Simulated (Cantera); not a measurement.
Source: NASA polynomial tables (part measured, part estimated), evaluated in Cantera. Values are per mole of reaction as written; species without (g) are pure solids or liquids, kept so even where they would boil at 1 bar.

H2(g) + 2 SrO + 2 OH(g) → 2 Sr(OH)2

```csv
T (K),ΔH° (kJ),ΔS° (J/K),ΔG° (kJ),log10 K
2498,…,…,…,…
2598,-608.7,-228.8,-14.3,0.29
2698,…,…,…,…
2798,-594.5,-223.5,30.9,-0.58
2898,-587.8,-221.2,53.2,-0.96
```

Problem. Fill in the missing entries.

Solution. 
- 2498, ΔH° (kJ): -616.0
- 2498, ΔS° (J/K): -231.7
- 2498, ΔG° (kJ): -37.3
- 2498, log10 K: 0.78
- 2698, ΔH° (kJ): -601.5
- 2698, ΔS° (J/K): -226.1
- 2698, ΔG° (kJ): 8.4
- 2698, log10 K: -0.16
